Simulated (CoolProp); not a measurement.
Vapour-liquid equilibrium of carbon dioxide (1) + R143a (2) at 245.3 K; x and y are mole fractions of (1).

Values from CoolProp's multi-fluid Helmholtz-energy mixture model, Span 1996 and Lemmon and Jacobsen 2000; pair parameters Bell 2016.

```json
[
 {"x": "0.05", "bubble pressure (bar)": "2.876", "y at the bubble point": "0.213", "dew pressure at overall composition x (bar)": "2.448", "liquid density (mol/L)": "13.55"},
 {"x": "0.2", "bubble pressure (bar)": "4.852", "y at the bubble point": "0.592", "dew pressure at overall composition x (bar)": "2.836", "liquid density (mol/L)": "14.60"},
 {"x": "0.35", "bubble pressure (bar)": "7.063", "y at the bubble point": "0.762", "dew pressure at overall composition x (bar)": "3.371", "liquid density (mol/L)": "15.79"},
 {"x": "0.5", "bubble pressure (bar)": "9.182", "y at the bubble point": "0.850", "dew pressure at overall composition x (bar)": "4.157", "liquid density (mol/L)": "17.15"},
 {"x": "0.65", "bubble pressure (bar)": "11.09", "y at the bubble point": "0.904", "dew pressure at overall composition x (bar)": "5.434", "liquid density (mol/L)": "18.76"},
 {"x": "0.8", "bubble pressure (bar)": "12.87", "y at the bubble point": "0.945", "dew pressure at overall composition x (bar)": "7.860", "liquid density (mol/L)": "20.73"},
 {"x": "0.95", "bubble pressure (bar)": "14.69", "y at the bubble point": "0.985", "dew pressure at overall composition x (bar)": "13.09", "liquid density (mol/L)": "23.24"}
]
```

No azeotrope shows between x = 0.05 and 0.95.

The pair parameters rest on a limited set of measurements; away from them the model extrapolates. The gap from Raoult's law changes sign with composition, which may be real or a fault of the pair parameters; it wasn't checked against measurements.
